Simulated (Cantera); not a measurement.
Input: 1 mol SiH2Cl2, 0.011 mol CH4, 14 mol H2, held at 2275 K and 0.100 bar.

Equilibrium computed with Cantera from the NASA thermochemical tables; the gas is ideal and each condensed phase is pure. Candidate condensed phases: C, C6H6, C7H8, C8H18, Si, SiC; 109 gas species. The tables' values for SiCl, SiCl3 are old estimates; treat these amounts as uncertain. Gases not in the tables: Si2H6 and higher silanes. The numbers say what is thermodynamically allowed, not how fast it happens.

### Question
What is the equilibrium state?

### Answer
```
Quantity                                    Value
--------------------------------------  ---------
x(H2)                                       0.859
x(HCl)                                     0.0866
x(H)                                       0.0249
x(SiCl2)                                   0.0157
x(Si)                                     0.00745
x(SiCl)                                   0.00204
x(Cl)                                     0.00181
x(SiH)                                   0.000839
x(Si2C)                                  0.000531
n(Si(l))                                0.544 mol
gas amount                              16.40 mol
log10 activity of C(graphite) (absent)      -0.90
```
